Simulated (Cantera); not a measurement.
Input: 1 mol H₂O, 0.0092 mol SO₂, 6.6 mol N₂, at 2875 K and 10.0 mbar.

Equilibrium computed with Cantera from the NASA thermochemical tables; the gas is ideal and each condensed phase is pure. Candidate condensed phases: H₂O, H₂SO₄, S; 35 gas species. Kinetics and transport are ignored.

Base state: N₂ 0.723, H 0.152, O 0.0661, H₂ 0.0206, OH 0.0144, O₂ 0.00835, NO 0.00778, H₂O 0.00651 (mole fractions); condensed: gas only.

Question: What changes in the equilibrium state with this change: N₂ from 6.6 to 0.4 mol?

Answer: 
```json
[
 {"species": "H", "before": "0.152", "after": "0.354"},
 {"species": "N₂", "before": "0.723", "after": "0.160"},
 {"species": "O", "before": "0.0661", "after": "0.154"},
 {"species": "H₂", "before": "0.0206", "after": "0.112"},
 {"species": "H₂O", "before": "0.00651", "after": "0.0827"},
 {"species": "OH", "before": "0.0144", "after": "0.0785"},
 {"species": "O₂", "before": "0.00835", "after": "0.0454"},
 {"species": "SO₂", "before": "0.000117", "after": "0.00111"},
 {"species": "SH", "before": "9.45e-6", "after": "3.84e-5"},
 {"species": "SO", "before": "0.000472", "after": "0.00192"},
 {"species": "N", "before": "5.11e-5", "after": "2.40e-5"}
]
```
